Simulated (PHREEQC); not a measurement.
Solution (25 °C): 0.0013 mol H3PO4 and 0.00015 mol Na2SO4 per kg of water. Closed to the air; pH follows from the charge balance.

Computed with PHREEQC (ion-association model, wateq4f.dat).

No solid was allowed to form.

Question: Order these S species by the share of S that they hold, largest first: SO4-2, HSO4-, NaSO4-.

Answer: SO4-2 (92 %), HSO4- (8.4 %), NaSO4- (0.12 %)

The pH is 2.97 and the ionic strength 0.00155 mol/kgw. Species that the database lacks are ignored. H3PO4, which wateq4f.dat lacks, is added to it with the constant of phreeqc.dat.
